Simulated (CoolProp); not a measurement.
Vapour-liquid equilibrium of octamethyltrisiloxane (MDM) (1) + octamethylcyclotetrasiloxane (D4) (2) at 0.0272 MPa; x and y are mole fractions of (1).

Computed with CoolProp (multi-fluid Helmholtz-energy mixture model, Thol 2017 and Thol 2015; pair parameters Bell 2016).

```json
[
 {"x": "0.05", "bubble temperature (K)": "402.1", "y at the bubble point": "0.100", "dew temperature at overall composition x (K)": "402.9", "liquid density (mol/L)": "2.798"},
 {"x": "0.125", "bubble temperature (K)": "399.8", "y at the bubble point": "0.230", "dew temperature at overall composition x (K)": "401.6", "liquid density (mol/L)": "2.821"},
 {"x": "0.2", "bubble temperature (K)": "397.7", "y at the bubble point": "0.341", "dew temperature at overall composition x (K)": "400.3", "liquid density (mol/L)": "2.843"},
 {"x": "0.275", "bubble temperature (K)": "395.8", "y at the bubble point": "0.438", "dew temperature at overall composition x (K)": "398.9", "liquid density (mol/L)": "2.865"},
 {"x": "0.35", "bubble temperature (K)": "394.1", "y at the bubble point": "0.523", "dew temperature at overall composition x (K)": "397.5", "liquid density (mol/L)": "2.887"},
 {"x": "0.425", "bubble temperature (K)": "392.4", "y at the bubble point": "0.600", "dew temperature at overall composition x (K)": "396.1", "liquid density (mol/L)": "2.909"},
 {"x": "0.5", "bubble temperature (K)": "390.9", "y at the bubble point": "0.670", "dew temperature at overall composition x (K)": "394.6", "liquid density (mol/L)": "2.931"},
 {"x": "0.575", "bubble temperature (K)": "389.4", "y at the bubble point": "0.733", "dew temperature at overall composition x (K)": "393.0", "liquid density (mol/L)": "2.952"},
 {"x": "0.65", "bubble temperature (K)": "387.9", "y at the bubble point": "0.791", "dew temperature at overall composition x (K)": "391.3", "liquid density (mol/L)": "2.974"},
 {"x": "0.725", "bubble temperature (K)": "386.6", "y at the bubble point": "0.844", "dew temperature at overall composition x (K)": "389.6", "liquid density (mol/L)": "2.995"},
 {"x": "0.8", "bubble temperature (K)": "385.2", "y at the bubble point": "0.892", "dew temperature at overall composition x (K)": "387.7", "liquid density (mol/L)": "3.017"},
 {"x": "0.875", "bubble temperature (K)": "383.9", "y at the bubble point": "0.936", "dew temperature at overall composition x (K)": "385.7", "liquid density (mol/L)": "3.038"},
 {"x": "0.95", "bubble temperature (K)": "382.7", "y at the bubble point": "0.976", "dew temperature at overall composition x (K)": "383.5", "liquid density (mol/L)": "3.060"}
]
```

No azeotrope shows between x = 0.05 and 0.95.

The pair parameters rest on a limited set of measurements; away from them the model extrapolates.
